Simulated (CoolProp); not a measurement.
Properties of decamethylcyclopentasiloxane (D5) along the isobar 812 kPa (Tc = 345.1 °C, pc = 1078 kPa, ω = 0.631).

Computed with CoolProp (reference Helmholtz-energy equation of state, Thol 2019).

```json
[
 {"T (°C)": "117.85", "phase": "liquid", "cv (kJ/(kg K))": "1.594", "isothermal compressibility (1/MPa)": "0.003072", "fugacity coefficient": "0.007510"},
 {"T (°C)": "150.55", "phase": "liquid", "cv (kJ/(kg K))": "1.653", "isothermal compressibility (1/MPa)": "0.004190", "fugacity coefficient": "0.02492"},
 {"T (°C)": "183.25", "phase": "liquid", "cv (kJ/(kg K))": "___", "isothermal compressibility (1/MPa)": "0.005935", "fugacity coefficient": "___"},
 {"T (°C)": "216.05", "phase": "liquid", "cv (kJ/(kg K))": "1.771", "isothermal compressibility (1/MPa)": "0.008912", "fugacity coefficient": "___"},
 {"T (°C)": "248.75", "phase": "liquid", "cv (kJ/(kg K))": "1.827", "isothermal compressibility (1/MPa)": "___", "fugacity coefficient": "0.2572"},
 {"T (°C)": "281.45", "phase": "liquid", "cv (kJ/(kg K))": "1.883", "isothermal compressibility (1/MPa)": "0.02887", "fugacity coefficient": "0.4218"},
 {"T (°C)": "314.15", "phase": "liquid", "cv (kJ/(kg K))": "1.941", "isothermal compressibility (1/MPa)": "0.09390", "fugacity coefficient": "0.6246"},
 {"T (°C)": "346.85", "phase": "gas", "cv (kJ/(kg K))": "___", "isothermal compressibility (1/MPa)": "2.187", "fugacity coefficient": "0.7418"}
]
```

Problem. Fill in the missing entries.

Solution. 
- 183.25, cv (kJ/(kg K)): 1.712
- 183.25, fugacity coefficient: 0.06465
- 216.05, fugacity coefficient: 0.1391
- 248.75, isothermal compressibility (1/MPa): 0.01467
- 346.85, cv (kJ/(kg K)): 1.967
